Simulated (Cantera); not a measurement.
Charge: 1 mol TiO₂, 4 mol Cl₂, equilibrated at 1025 K and 55.0 Pa.

Method: chemical equilibrium by Gibbs-energy minimisation in Cantera with the NASA 1993 tables (ideal gas, pure condensed phases). Candidate condensed phases: Ti, TiCl₂, TiCl₃, TiCl₄, TiO, TiO₂, Ti₂O₃, Ti₃O₅, Ti₄O₇; 15 gas species. Condensed phases not in the tables: TiOCl. Equilibrium is a limit: real reactors are often held back by kinetics, nucleation or transport.

Base state: Cl₂ 0.975, Cl 0.0236, TiCl₄ 0.000934, O₂ 0.000934 (mole fractions); condensed: TiO₂(rutile).

Q: What changes in the equilibrium state with this change: temperature from 1025 K to 1075 K?

A: 
| species | before | after |
|---|---|---|
| Cl₂ | 0.975 | 0.951 |
| Cl | 0.0236 | 0.0459 |
| TiCl₄ | 0.000934 | 0.00148 |
| O₂ | 0.000934 | 0.00148 |
| TiO₂(rutile), mol | 0.996 | 0.994 |
